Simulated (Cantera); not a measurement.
A perfectly stirred reactor is fed with CO : O₂ : H₂O : N₂ = 0.0028 : 0.0039 : 0.00098 : 1 (molar parts), equivalence ratio 0.36, at 5.00 bar; it is held at 1425 K, and followed from long to short residence time.

Cantera simulation using GRI-Mech 3.0 (53 species, 325 reactions); the numbers are that mechanism's predictions, not measurements.

Problem. What does this change do: 0.014 parts H2 added?

Solution. 
| quantity | before | after |
|---|---|---|
| x(CO) at τ = 3.00 s | 1.46e-5 | 0.00186 |
| x(O₂) at τ = 3.00 s | 0.00249 | 2.25e-6 |
| x(H₂O) at τ = 3.00 s | 0.000971 | 0.00773 |
| x(N₂O) at τ = 3.00 s | 5.36e-7 | 1.81e-10 |
| x(NO) at τ = 3.00 s | 1.49e-6 | 1.78e-8 |
| x(CO) at τ = 12.0 ms | 0.000647 | 0.00197 |
| x(O₂) at τ = 12.0 ms | 0.00279 | 3.76e-5 |
| x(H₂O) at τ = 12.0 ms | 0.000954 | 0.00776 |
| x(N₂O) at τ = 12.0 ms | 2.17e-6 | 3.15e-9 |
| x(NO) at τ = 12.0 ms | 8.85e-7 | 1.85e-7 |
The hydrogen kinetics of GRI-Mech 3.0 are dated; newer H2 mechanisms differ, most at raised pressure.
